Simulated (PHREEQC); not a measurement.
A solution holds 34 mmol/kgw NH4Cl and 0.023 mmol/kgw Na2B4O7, at 20 °C. Closed to the air; pH follows from the charge balance.

All values are PHREEQC results (ion-association model, phreeqc.dat), not measurements.

| quantity | before | after |
|---|---|---|
| pH | 6.62 | 7.31 |
| ionic strength (mol/kgw) | 0.0340 | 0.0340 |
| H2BO3- (mol/kgw) | 2.38e-7 | 5.76e-6 |

### Question
Which change was made?
A) Na2B4O7 from 2.3e-05 to 0.000115 mol/kgw
B) diluted 5-fold with water
C) NH4Cl left out
D) 0.011 mol/kgw CO2 added
E) temperature from 20 to 30 °C

### Answer
A, Na2B4O7 from 2.3e-05 to 0.000115 mol/kgw

This is a speciation only: nothing precipitates in the calculation.
